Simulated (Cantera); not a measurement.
# Equilibrium for carbothermic reduction: MgO + CH₄ + CO

Input: 1 mol MgO, 2.1 mol CH₄, 0.13 mol CO, equilibrated at 120 Pa.

Method: chemical equilibrium by Gibbs-energy minimisation in Cantera with the NASA 1993 tables (ideal gas, pure condensed phases). Candidate condensed phases: C, C₆H₆, C₇H₈, C₈H₁₈, H₂O, Mg, MgCO₃, MgO, Mg(OH)₂; 116 gas species. The tables' values for MgH are old estimates; treat these amounts as uncertain. Equilibrium is a limit: real reactors are often held back by kinetics, nucleation or transport.

From 1575 K to 2225 K the condensed part is C(graphite). The main Mg-bearing gas is Mg throughout.

```json
[
 {"T (K)": "1575", "x H₂": "0.663", "x CO": "0.178", "x Mg": "0.158", "x H": "0.000977", "x C₂H₂ (acetylene)": "1.40e-5", "n C(graphite)": "1.10"},
 {"T (K)": "1625", "x H₂": "0.662", "x CO": "0.178", "x Mg": "0.158", "x H": "0.00166", "x C₂H₂ (acetylene)": "2.35e-5", "n C(graphite)": "1.10"},
 {"T (K)": "1675", "x H₂": "0.661", "x CO": "0.178", "x Mg": "0.158", "x H": "0.00273", "x C₂H₂ (acetylene)": "3.84e-5", "n C(graphite)": "1.10"},
 {"T (K)": "1725", "x H₂": "0.660", "x CO": "0.178", "x Mg": "0.158", "x H": "0.00435", "x C₂H₂ (acetylene)": "6.08e-5", "n C(graphite)": "1.10"},
 {"T (K)": "1775", "x H₂": "0.658", "x CO": "0.178", "x Mg": "0.157", "x H": "0.00678", "x C₂H₂ (acetylene)": "9.37e-5", "n C(graphite)": "1.10"},
 {"T (K)": "1825", "x H₂": "0.655", "x CO": "0.178", "x Mg": "0.157", "x H": "0.0103", "x C₂H₂ (acetylene)": "0.000141", "n C(graphite)": "1.10"},
 {"T (K)": "1875", "x H₂": "0.651", "x CO": "0.177", "x Mg": "0.157", "x H": "0.0153", "x C₂H₂ (acetylene)": "0.000206", "n C(graphite)": "1.10"},
 {"T (K)": "1925", "x H₂": "0.645", "x CO": "0.177", "x Mg": "0.156", "x H": "0.0222", "x C₂H₂ (acetylene)": "0.000295", "n C(graphite)": "1.10"},
 {"T (K)": "1975", "x H₂": "0.637", "x CO": "0.176", "x Mg": "0.155", "x H": "0.0315", "x C₂H₂ (acetylene)": "0.000414", "n C(graphite)": "1.09"},
 {"T (K)": "2025", "x H₂": "0.626", "x CO": "0.175", "x Mg": "0.154", "x H": "0.0440", "x C₂H₂ (acetylene)": "0.000567", "n C(graphite)": "1.09"},
 {"T (K)": "2075", "x H₂": "0.613", "x CO": "0.173", "x Mg": "0.153", "x H": "0.0602", "x C₂H₂ (acetylene)": "0.000760", "n C(graphite)": "1.09"},
 {"T (K)": "2125", "x H₂": "0.595", "x CO": "0.171", "x Mg": "0.152", "x H": "0.0809", "x C₂H₂ (acetylene)": "0.000997", "n C(graphite)": "1.09"},
 {"T (K)": "2175", "x H₂": "0.573", "x CO": "0.169", "x Mg": "0.149", "x H": "0.107", "x C₂H₂ (acetylene)": "0.00128", "n C(graphite)": "1.08"},
 {"T (K)": "2225", "x H₂": "0.547", "x CO": "0.166", "x Mg": "0.147", "x H": "0.138", "x C₂H₂ (acetylene)": "0.00160", "n C(graphite)": "1.08"}
]
```
x: gas mole fraction; n: condensed amount in mol.
